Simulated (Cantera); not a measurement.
Cantera run:

```python
import numpy as np
import cantera as ct

gas_names = """
    H H2 N NH NH2 NH3 N2 N2H2 N2H4 Pb Pb2
""".split()
cond_names = """
    Pb(cr) Pb(L)
""".split()


# ... load() reads the species with a 1 bar reference pressure and builds the phases ...
atoms = {
    'Pb': {'Pb': 1},
    'H2': {'H': 2},
    'N2': {'N': 2},
}
top_T = {}  # K; cautious upper limits of use, not melting points


# ... equilibrate(T, P, feed) seeds the gas with the atoms and calls Mixture.equilibrate('TP', solver="vcs", rtol=1e-11, max_steps=5000) ...
results = []
feed = {'Pb': 1, 'H2': 0.06, 'N2': 8.2}  # mol
P = 59000  # Pa
for T in [573, 673, 773, 873, 973, 1073, 1173, 1273, 1373, 1473, 1573, 1673]:
    mix = equilibrate(T, P, feed)
    results.append((T, P, feed, dict(zip(mix.species_names, mix.species_moles))))
    x = sorted(zip(gas.X, gas.species_names), reverse=True)
    print(f"T = {T:g} K  P = {P:g} Pa  gas = {mix.phase_moles(0):.4g} mol")
    print("   x: " + "  ".join(f"{s} {v:.3e}" for v, s in x if v > 1e-05))
    print("   condensed (mol): " + ("  ".join(f"{mix.phase(i).name} {mix.phase_moles(i):.4g}"
          for i in range(1, mix.n_phases) if mix.phase_moles(i) > 1e-12) or "none"))
```

Result:

```
T = 573 K  P = 59000 Pa  gas = 8.26 mol
   x: N2 9.927e-01  H2 7.228e-03  NH3 2.439e-05
   condensed (mol): Pb(cr) 1
T = 673 K  P = 59000 Pa  gas = 8.26 mol
   x: N2 9.927e-01  H2 7.257e-03
   condensed (mol): Pb(L) 1
T = 773 K  P = 59000 Pa  gas = 8.26 mol
   x: N2 9.927e-01  H2 7.262e-03
   condensed (mol): Pb(L) 1
T = 873 K  P = 59000 Pa  gas = 8.26 mol
   x: N2 9.927e-01  H2 7.263e-03
   condensed (mol): Pb(L) 1
T = 973 K  P = 59000 Pa  gas = 8.26 mol
   x: N2 9.927e-01  H2 7.263e-03  Pb 1.483e-05
   condensed (mol): Pb(L) 0.9999
T = 1073 K  P = 59000 Pa  gas = 8.261 mol
   x: N2 9.926e-01  H2 7.263e-03  Pb 1.239e-04
   condensed (mol): Pb(L) 0.999
T = 1173 K  P = 59000 Pa  gas = 8.266 mol
   x: N2 9.920e-01  H2 7.259e-03  Pb 7.148e-04
   condensed (mol): Pb(L) 0.9941
T = 1273 K  P = 59000 Pa  gas = 8.286 mol
   x: N2 9.896e-01  H2 7.241e-03  Pb 3.112e-03
   condensed (mol): Pb(L) 0.9742
T = 1373 K  P = 59000 Pa  gas = 8.351 mol
   x: N2 9.819e-01  Pb 1.087e-02  H2 7.185e-03
   condensed (mol): Pb(L) 0.9092
T = 1473 K  P = 59000 Pa  gas = 8.532 mol
   x: N2 9.610e-01  Pb 3.192e-02  H2 7.031e-03  Pb2 1.123e-05
   condensed (mol): Pb(L) 0.7275
T = 1573 K  P = 59000 Pa  gas = 8.992 mol
   x: N2 9.119e-01  Pb 8.140e-02  H2 6.670e-03  Pb2 5.305e-05
   condensed (mol): Pb(L) 0.267
T = 1673 K  P = 59000 Pa  gas = 9.259 mol
   x: N2 8.856e-01  Pb 1.079e-01  H2 6.474e-03  Pb2 7.018e-05  H 1.193e-05
   condensed (mol): none
```

Cantera equilibrium calculation (NASA polynomials, part measured and part estimated; ideal gas, pure solids and liquids).
